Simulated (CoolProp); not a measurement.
Saturation properties of methanol (Tc = 240.2 °C, pc = 8216 kPa, ω = 0.565).

The numbers come from the reference Helmholtz-energy equation of state, de Reuck 1993 in CoolProp.

| T (°C) | p (kPa) | liquid density (kg/m³) | surface tension (mN/m) | vapour viscosity (µPa s) | liquid conductivity (mW/(m K)) |
|---|---|---|---|---|---|
| 61.75 | 90.91 | 751.1 | 19.0 | 10.7 | 193 |
| 67.45 | 113.7 | 745.4 | 18.6 | 10.9 | 192 |
| 73.15 | 141.2 | 739.6 | 18.1 | 11.1 | 191 |
| 78.85 | 173.8 | 733.8 | 17.5 | 11.2 | 190 |
| 84.55 | 212.5 | 727.8 | 17.0 | 11.4 | 189 |
| 90.25 | 257.9 | 721.7 | 16.5 | 11.6 | 188 |
| 95.95 | 310.9 | 715.5 | 16.0 | 11.7 | 187 |
| 101.65 | 372.5 | 709.1 | 15.4 | 11.9 | 185 |

It boils at 64.5 °C under 1 atm.

Viscosity comes from a separate model (Xiang 2006). Thermal conductivity comes from a separate model (Sykioti 2013). Surface tension comes from a separate correlation (Mulero 2012).
